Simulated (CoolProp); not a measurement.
Computed with CoolProp (reference Helmholtz-energy equation of state, Lemmon 2006). It is a short technical equation, of lower accuracy than the large ones.

Problem. For carbonyl sulfide, give the phase and the speed of sound (m/s), Joule-Thomson coefficient (K/MPa) at 611.1 K and 1.14 MPa; 611.1 K and 10.2 MPa; 611.1 K and 13.6 MPa.

Solution. 
- 611.1 K and 1.14 MPa: gas; speed of sound 316, Joule-Thomson coefficient 4.07
- 611.1 K and 10.2 MPa: supercritical; speed of sound 308, Joule-Thomson coefficient 3.62
- 611.1 K and 13.6 MPa: supercritical; speed of sound 310, Joule-Thomson coefficient 3.32
